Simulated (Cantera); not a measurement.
Feed: 1 mol SiCl4, 0.53 mol Cl2, 17 mol H2, at 923.15 K and 32000 Pa.

Cantera equilibrium calculation (NASA polynomials, part measured and part estimated; ideal gas, pure solids and liquids). Candidate condensed phases: Si; 19 gas species. The tables' values for SiCl3 are old estimates; treat these amounts as uncertain. Rates play no part.

Base state: H2 0.886, HCl 0.0600, SiCl4 0.0512, SiHCl3 0.00270, SiCl3 3.02e-5, SiH2Cl2 1.40e-5 (mole fractions); condensed: gas only.

### Question
What changes in the equilibrium state with this change: SiCl4 replaced by Si?

### Answer
```json
[
 {"species": "H2", "before": "0.886", "after": "0.979"},
 {"species": "SiCl4", "before": "0.0512", "after": "0.00863"},
 {"species": "SiHCl3", "before": "0.00270", "after": "0.00709"},
 {"species": "HCl", "before": "0.0600", "after": "0.00425"},
 {"species": "SiH3Cl", "before": "1.78e-8", "after": "1.13e-5"},
 {"species": "SiH2Cl2", "before": "1.40e-5", "after": "0.000571"},
 {"species": "Si(s), mol", "before": "0", "after": "0.717"}
]
```
